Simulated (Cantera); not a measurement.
Feed: 1 mol Si3N4, 1.1 mol O2, 2.4 mol N2, at 75.0 Torr.

These are equilibrium values from Cantera (NASA tables, ideal gas, pure condensed phases), not measurements of a reactor. Candidate condensed phases: Si, SiO2, Si2N2O, Si3N4; 16 gas species. Mutual solubility and eutectic melting of coexisting phases are not modelled. The tables hold silica as quartz up to 1696 K and as liquid above; real silica turns to tridymite and cristobalite and melts near 1996 K. The numbers say what is thermodynamically allowed, not how fast it happens. All values below are at 1698 K.

Base state: N2 0.995, SiO 0.00513 (mole fractions); condensed: SiO2(condensed) + Si2N2O(s).

Q: What changes in the equilibrium state with this change: O2 from 1.1 to 0.0063 mol?

A: 
```
species                before     after
--------------------  -------  --------
N2                      0.995     1.000
SiO                   0.00513  0.000147
SiO2(condensed), mol    0.461         0
Si2N2O(s), mol           1.26    0.0122
Si3N4(s), mol               0     0.992
```

Q: What changes in the equilibrium state with this change: O2 from 1.1 to 0.55 mol?

A: 
```csv
species,before,after
N2,0.995,1.000
SiO,0.00513,0.000147
"SiO2(condensed), mol",0.461,0
"Si2N2O(s), mol",1.26,1.10
"Si3N4(s), mol",0,0.267
```

Q: What changes in the equilibrium state with this change: Si3N4 replaced by SiC?

A: 
```csv
species,before,after
N2,0.995,0.677
CO,0,0.317
SiO,0.00513,0.00583
CO2,0,4.21e-5
"SiO2(condensed), mol",0.461,0.460
"Si2N2O(s), mol",1.26,0.261
```
Further candidate phases: C, SiC.
